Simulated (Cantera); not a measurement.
Charge: 1 mol SiHCl3, 0.032 mol CH4, a varied amount of H2, held at 2548.15 K and 480 Torr.

Method: chemical equilibrium by Gibbs-energy minimisation in Cantera with the NASA 1993 tables (ideal gas, pure condensed phases). Candidate condensed phases: C, C6H6, C7H8, C8H18, Si, SiC; 109 gas species. Gases not in the tables: Si2H6 and higher silanes. Rates play no part.

Question: Which condensed phases are stable at each of these points (n(H2) (mol)): 13, 18, 24, 29, 35, 40, 46, 51, 56, 62, 67, 73, 78?

Answer: 
```
n(H2) (mol)  condensed phases  Si condensed (%)
-----------  ----------------  ----------------
13                      Si(l)              22.3
18                      Si(l)              21.9
24                      Si(l)              18.6
29                      Si(l)              14.6
35                      Si(l)               8.8
40                      Si(l)               3.3
46                   gas only               0.0
51                   gas only               0.0
56                   gas only               0.0
62                   gas only               0.0
67                   gas only               0.0
73                   gas only               0.0
78                   gas only               0.0
```

From 13 mol H2 to 40 mol H2 the condensed part is Si(l). From 46 mol H2 to 78 mol H2 nothing is condensed.
